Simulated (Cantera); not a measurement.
Cantera run, input and output.

```python
import numpy as np
import cantera as ct

gas = ct.Solution("gri30.yaml")
gas.TPX = 1725, 100000, {'CH4': 1, 'H2': 0.14, 'O2': 3.2, 'N2': 38.9, 'H2O': 1.9}
reactor = ct.IdealGasReactor(gas, energy="on", clone=False)
net = ct.ReactorNet([reactor])
net.rtol, net.atol = 1e-08, 1e-16
show = ['CH4', 'H2', 'O2', 'C2H', 'HCN']
times = np.geomspace(9e-06, 1, 13)

steps = ct.SolutionArray(gas, extra=["t"])
rows = []
print(f"{'t/s':>10s}{'T/K':>9s}{'P/Pa':>11s}" + "".join(f"{s:>11s}" for s in show))
for t in times:
    while net.time < t:
        t_next = net.step()
        steps.append(gas.state, t=t_next)
    rows.append([np.interp(t, steps.t, y) for y in (steps.T, steps.P, *steps(*show).X.T)])
    print(f"{t:10.3e}{rows[-1][0]:9.1f}{rows[-1][1]:11.4g}" + "".join(f"{x:11.3e}" for x in rows[-1][2:]))
rate = np.gradient(steps.T, steps.t)
print("integrator steps:", len(steps.t))
if steps.T.max() > steps.T[0] + 200:
    print(f"time of steepest temperature rise: {steps.t[rate.argmax()]:.4e} s")
gas.TPX = 1725, 100000, {'CH4': 1, 'H2': 0.14, 'O2': 3.2, 'N2': 38.9, 'H2O': 1.9}
gas.equilibrate("UV")
print(f"equilibrium (UV): T = {gas.T:.1f} K  " + "  ".join(f"{s} {gas[s].X[0]:.3e}" for s in show))
```

Output:

```
       t/s      T/K       P/Pa        CH4         H2         O2        C2H        HCN
 9.000e-06   1724.9      1e+05  2.214e-02  3.103e-03  7.089e-02  3.032e-19  6.770e-15
 2.370e-05   1724.9  9.999e+04  2.212e-02  3.105e-03  7.088e-02  5.358e-17  6.423e-14
 6.240e-05   1724.7  9.999e+04  2.201e-02  3.109e-03  7.084e-02  1.459e-14  8.199e-13
 1.643e-04   1727.5  1.002e+05  2.086e-02  3.255e-03  7.021e-02  3.327e-11  1.166e-10
 4.327e-04   2154.4  1.262e+05  7.898e-18  4.780e-03  2.699e-02  2.319e-24  1.000e-12
 1.139e-03   2284.9  1.328e+05  3.726e-19  1.510e-03  2.516e-02  1.334e-25  7.396e-13
 3.000e-03   2304.0  1.337e+05  1.796e-19  1.020e-03  2.484e-02  4.077e-26  6.104e-13
 7.900e-03   2303.4  1.337e+05  1.776e-19  1.013e-03  2.468e-02  3.949e-26  6.640e-13
 2.080e-02   2301.5  1.336e+05  1.767e-19  1.010e-03  2.430e-02  3.805e-26  7.879e-13
 5.477e-02   2297.7  1.333e+05  1.748e-19  1.005e-03  2.357e-02  3.527e-26  1.000e-12
 1.442e-01   2293.3  1.331e+05  1.725e-19  9.996e-04  2.272e-02  3.221e-26  1.205e-12
 3.798e-01   2291.7   1.33e+05  1.717e-19  9.978e-04  2.242e-02  3.118e-26  1.269e-12
 1.000e+00   2291.7   1.33e+05  1.717e-19  9.978e-04  2.241e-02  3.115e-26  1.271e-12
integrator steps: 1610
time of steepest temperature rise: 2.7341e-04 s
equilibrium (UV): T = 2291.7 K  CH4 2.491e-19  H2 9.978e-04  O2 2.241e-02  C2H 3.519e-26  HCN 1.271e-12
```

Computed with Cantera and GRI-Mech 3.0 (53 species, 325 reactions).
